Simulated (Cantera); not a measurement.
Charge: 1 mol N₂O, 0.038 mol H₂, at 1.00 bar.

Method: chemical equilibrium by Gibbs-energy minimisation in Cantera with the NASA 1993 tables (ideal gas, pure condensed phases). Candidate condensed phases: H₂O; 24 gas species. Equilibrium is a limit: real reactors are often held back by kinetics, nucleation or transport. All values below are at 2125 °C.

Base state: N₂ 0.645, O₂ 0.301, H₂O 0.0220, NO 0.0207, OH 0.00533, O 0.00471, H 0.000188, H₂ 0.000142 (mole fractions); condensed: gas only.

### Question
What changes in the equilibrium state with this change: H₂ from 0.038 to 0.12 mol?

### Answer
```tsv
species	before	after
N₂	0.645	0.628
O₂	0.301	0.267
H₂O	0.0220	0.0712
NO	0.0207	0.0192
H₂	0.000142	0.000490
H	0.000188	0.000349
```

### Question
What changes in the equilibrium state with this change: H₂ from 0.038 to 0.63 mol?

### Answer
```tsv
species	before	after
N₂	0.645	0.541
H₂O	0.0220	0.332
O₂	0.301	0.0929
OH	0.00533	0.0154
NO	0.0207	0.0105
H₂	0.000142	0.00387
H	0.000188	0.000981
NO₂	2.48e-5	6.99e-6
O	0.00471	0.00262
```

### Question
What changes in the equilibrium state with this change: pressure from 1.00 bar to 0.0480 bar?

### Answer
| species | before | after |
|---|---|---|
| N₂ | 0.645 | 0.639 |
| O₂ | 0.301 | 0.290 |
| O | 0.00471 | 0.0211 |
| OH | 0.00533 | 0.0102 |
| H₂O | 0.0220 | 0.0181 |
| NO | 0.0207 | 0.0202 |
| H | 0.000188 | 0.00168 |
| NO₂ | 2.48e-5 | 5.18e-6 |
| H₂ | 0.000142 | 0.000547 |
